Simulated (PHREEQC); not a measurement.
Consider water at 70 °C with 3.1 mol MgCl2 per kg of water. Closed to the air; pH follows from the charge balance.

Computed with PHREEQC (Pitzer model, pitzer.dat).

This is a speciation only: nothing precipitates in the calculation.

Task: Predict the activity of water, density, osmotic coefficient.

Result: activity of water 0.734; density 1.183 g/cm³; osmotic coefficient 1.846.

At this temperature some constants are extrapolated from 25 °C, and those without enthalpy data are left unchanged.
